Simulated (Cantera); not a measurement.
Input: 1 mol NH₃, 4.1 mol H₂O, 9.9 mol N₂, held at 1623 K and 4.60 mbar.

Method: chemical equilibrium by Gibbs-energy minimisation in Cantera with the NASA 1993 tables (ideal gas, pure condensed phases). Candidate condensed phases: H₂O; 24 gas species. Equilibrium is a limit: real reactors are often held back by kinetics, nucleation or transport.

Base state: N₂ 0.650, H₂O 0.256, H₂ 0.0936, H 0.000312, OH 3.57e-5 (mole fractions); condensed: gas only.

Task: What changes in the equilibrium state with this change: NH₃ replaced by N₂O?

Result: 
| species | before | after |
|---|---|---|
| N₂ | 0.650 | 0.703 |
| H₂O | 0.256 | 0.264 |
| O₂ | 1.22e-7 | 0.0317 |
| H₂ | 0.0936 | 0.000189 |
| NO | 1.48e-6 | 0.000783 |
| O | 9.80e-8 | 4.99e-5 |
| OH | 3.57e-5 | 0.000818 |
| H | 0.000312 | 1.40e-5 |

Task: What changes in the equilibrium state with this change: temperature from 1623 K to 3248 K?

Result: 
| species | before | after |
|---|---|---|
| H | 0.000312 | 0.422 |
| N₂ | 0.650 | 0.409 |
| O | 9.80e-8 | 0.150 |
| H₂O | 0.256 | 0.000230 |
| H₂ | 0.0936 | 0.00802 |
| N | <1e-9 | 0.000576 |
| O₂ | 1.22e-7 | 0.00167 |
| NO | 1.48e-6 | 0.00405 |
| OH | 3.57e-5 | 0.00478 |
